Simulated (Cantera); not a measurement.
An isothermal, constant-pressure homogeneous reactor starts with 2.76 % H2, 88.9 % O2, 8.36 % H2O, at 1200 K and 2500 Pa.

Computed with Cantera and the H2/O2 subset of GRI-Mech 3.0, which has no nitrogen chemistry. Radical loss at walls, strong at low pressure, is not modelled.

x: mole fraction; the columns are a selection and need not sum to one.

```tsv
t (s)	x H2	x O2	x H2O2	x OH	x HO2	x O
4.00e-5	0.0276	0.889	<1e-12	8.20e-10	1.73e-9	8.63e-10
0.000155	0.0276	0.889	2.40e-12	[?]	6.75e-9	8.87e-9
0.000599	0.0276	0.889	3.87e-11	[?]	3.36e-8	5.26e-7
0.00232	0.00347	0.871	5.06e-7	[?]	1.02e-5	0.0134
0.00896	0.000494	0.879	3.32e-7	[?]	7.49e-6	0.00707
0.0346	8.02e-5	0.886	1.94e-7	[?]	3.02e-6	0.00115
0.134	7.84e-6	0.887	6.41e-8	[?]	5.52e-7	0.000115
0.518	9.58e-7	0.887	1.71e-8	[?]	8.94e-8	1.44e-5
2.00	1.62e-7	0.887	4.42e-9	[?]	2.06e-8	2.48e-6
7.76	3.45e-8	0.887	1.19e-9	[?]	1.22e-8	5.36e-7
30.0	1.15e-8	0.887	4.63e-10	[?]	1.56e-8	1.79e-7
```

What belongs in the gaps?


- 0.000155, x OH: 7.04e-9
- 0.000599, x OH: 3.81e-7
- 0.00232, x OH: 0.00429
- 0.00896, x OH: 0.00247
- 0.0346, x OH: 0.000998
- 0.134, x OH: 0.000317
- 0.518, x OH: 0.000113
- 2.00, x OH: 4.68e-5
- 7.76, x OH: 2.17e-5
- 30.0, x OH: 1.25e-5
